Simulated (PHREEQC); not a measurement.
## Cooling-tower water: speciation

Model water analysis in mmol/kgw, 20 °C, pH 6.22, pe 11.8:

| constituent | mmol/kgw |
|---|---|
| Na | 2.76 |
| K | 0.266 |
| Ca | 2.04 |
| Mg | 2.2 |
| Cl | 2.79 |
| S(6) | 2.78 |
| Alkalinity (meq/kgw) | 3.41 |
| O(0) (counted as O atoms) | 0.00852 |
| B | 0.0262 |

Na is adjusted to close the charge balance.
Valence states are taken as typed.

Computed with PHREEQC (ion-association model, wateq4f.dat).

No solid was allowed to form.

Estimate the ionic strength.

ionic strength 0.0162 mol/kgw.

In which forms is C present?

CO2 56 %, HCO3- 43 %, MgHCO3+ 0.6 %, CaHCO3+ 0.5 % of the C.
